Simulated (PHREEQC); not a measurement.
A solution holds 0.00144 mol H2SO4, 3.3e-05 mol FeSO4 and 0.0017 mol Na2SO4 per kg of water, at 45 °C. Closed to the air; pH follows from the charge balance.

Model: Pitzer model, pitzer.dat, run in PHREEQC.

The ionic strength comes out as 0.00827 mol/kgw. What activity coefficients do Fe+2, Na+, H+, HSO4-, SO4-2 get?

Fe+2 0.59, Na+ 0.90, H+ 0.90, HSO4- 0.91, SO4-2 0.67. Single-ion values are on the MacInnes scale.

This is a speciation only: nothing precipitates in the calculation. Species that the database lacks are ignored. Away from 25 °C the constants follow the database's enthalpies or fits; those with neither stay at their 25 °C values.
